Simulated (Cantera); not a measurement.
Charge: 1 mol BCl3, 9 mol O2, a varied amount of H2, equilibrated at 1748 K and 8.30 mbar.

Cantera equilibrium calculation (NASA polynomials, part measured and part estimated; ideal gas, pure solids and liquids). Candidate condensed phases: B, B2O3, B3O3H3, H2O; 33 gas species. The tables' values for BOCl are old estimates; treat these amounts as uncertain. Equilibrium is a limit: real reactors are often held back by kinetics, nucleation or transport.

x: gas mole fraction; nothing condenses.

| n(H2) (mol) | x O2 | x Cl | x HCl | x H2O | x HBO2 | x B2O3 | x Cl2 |
|---|---|---|---|---|---|---|---|
| 0.21 | 0.701 | 0.213 | 0.0270 | 0.000141 | 0.00845 | 0.0336 | 0.00623 |
| 0.34 | 0.698 | 0.198 | 0.0431 | 0.000411 | 0.0139 | 0.0311 | 0.00540 |
| 0.55 | 0.692 | 0.175 | 0.0676 | 0.00129 | 0.0229 | 0.0269 | 0.00424 |
| 0.88 | 0.682 | [?] | [?] | [?] | [?] | [?] | [?] |
| 1.4 | 0.663 | [?] | [?] | [?] | [?] | [?] | [?] |
| 2.3 | 0.617 | 0.0641 | 0.177 | 0.0625 | 0.0683 | 0.00495 | 0.000565 |
| 3.7 | 0.538 | 0.0419 | 0.188 | 0.154 | 0.0709 | 0.00217 | 0.000242 |

Q: Complete the blanks.

A: 
- 1.4, x Cl: 0.102
- 1.4, x HCl: 0.144
- 1.4, x H2O: 0.0168
- 1.4, x HBO2: 0.0549
- 1.4, x B2O3: 0.0119
- 1.4, x Cl2: 0.00143
- 0.88, x Cl: 0.143
- 0.88, x HCl: 0.102
- 0.88, x H2O: 0.00441
- 0.88, x HBO2: 0.0368
- 0.88, x B2O3: 0.0204
- 0.88, x Cl2: 0.00281
